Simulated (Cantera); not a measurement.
An isothermal, constant-pressure homogeneous reactor starts with CH₄ : N₂ = 1 : 17 (molar parts), at 1950 K and 12.8 Torr.

Cantera simulation using GRI-Mech 3.0 (53 species, 325 reactions); the numbers are that mechanism's predictions, not measurements. GRI-Mech 3.0 stops at C3 and has no aromatics, soot or wall deposition, so with more carbon than oxygen in the feed, carbon stays in small species such as C2H2 where larger ones or solid carbon would form. Radical loss at walls, strong at low pressure, is not modelled.

Task: Predict: x(CH₄) at 10.0 s; x(H₂) at 10.0 s; x(C₂H₂) at 10.0 s; x(HCN) at 10.0 s; x(C₂H₄) at 10.0 s.

Result: 
| Quantity | Value |
|---|---|
| x(CH₄) at 10.0 s | 2.12e-7 (gas-phase equilibrium 5.24e-7) |
| x(H₂) at 10.0 s | 0.0776 (gas-phase equilibrium 0.0776) |
| x(C₂H₂) at 10.0 s | 0.0262 (gas-phase equilibrium 0.00474) |
| x(HCN) at 10.0 s | 0.000173 (gas-phase equilibrium 0.0431) |
| x(C₂H₄) at 10.0 s | 3.08e-7 (gas-phase equilibrium 5.58e-8) |
